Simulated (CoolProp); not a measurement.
Vapour-liquid equilibrium of R141b (1) + n-pentane (2) at 0.165 bar; x and y are mole fractions of (1).

Values from CoolProp's multi-fluid Helmholtz-energy mixture model, Lemmon 2006 and Thol 2019; pair parameters Bell 2016.

Give the bubble temperature and the first vapour's composition at x = 0.35, 0.5, 0.65. Is there an azeotrope?

x = 0.35: 261.1 K, y = 0.414; x = 0.5: 260.7 K, y = 0.526; x = 0.65: 260.6 K, y = 0.638. y crosses x between x = 0.5 and 0.65: the model has an azeotrope there.

The pair parameters rest on a limited set of measurements; away from them the model extrapolates.
